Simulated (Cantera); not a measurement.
Low-pressure radical oxidation in H2/O2

An isothermal, constant-pressure homogeneous reactor starts with 23.1 % H2, 74.5 % O2, 2.38 % H2O, at 1175 K and 0.0345 atm.

Computed with Cantera and GRI-Mech 3.0 (53 species, 325 reactions). Radical loss at walls, strong at low pressure, is not modelled. The temperature is held fixed by assumption; the heat of reaction is taken as removed at once.

| t (s) | x H2 | x O2 | x HO2 | x H2O | x O | x OH | x H2O2 |
|---|---|---|---|---|---|---|---|
| 1.00e-6 | 0.231 | 0.745 | 2.56e-10 | 0.0238 | 5.22e-12 | 5.21e-12 | <1e-12 |
| 8.36e-6 | 0.231 | 0.745 | 2.15e-9 | 0.0238 | 3.10e-10 | 2.53e-10 | <1e-12 |
| 6.99e-5 | 0.231 | 0.745 | 1.84e-8 | 0.0238 | 2.22e-8 | 1.29e-8 | 2.49e-11 |
| 0.000585 | 0.0390 | 0.646 | 2.55e-5 | 0.170 | 0.0496 | 0.0133 | 1.49e-6 |
| 0.00489 | 0.00123 | 0.706 | 2.15e-5 | 0.283 | 0.00474 | 0.00304 | 1.34e-6 |
| 0.0409 | 1.40e-5 | 0.712 | 1.11e-6 | 0.288 | 5.84e-5 | 0.000336 | 1.91e-7 |
| 0.342 | 6.38e-7 | 0.712 | 7.11e-8 | 0.288 | 3.00e-6 | 7.62e-5 | 2.38e-8 |
| 2.86 | 5.71e-8 | 0.712 | 1.52e-8 | 0.288 | 2.80e-7 | 2.32e-5 | 3.10e-9 |
| 23.9 | 1.41e-8 | 0.712 | 1.83e-8 | 0.288 | 6.82e-8 | 1.15e-5 | 8.88e-10 |
| 200 | 1.37e-8 | 0.712 | 1.85e-8 | 0.288 | 6.63e-8 | 1.13e-5 | 8.67e-10 |
x: mole fraction; the columns are a selection and need not sum to one.

Equilibrium at this temperature and pressure: H2 1.37e-8, O2 0.712, HO2 1.85e-8, H2O 0.288, O 6.63e-8, OH 1.13e-5, H2O2 8.67e-10 (gas phase only).
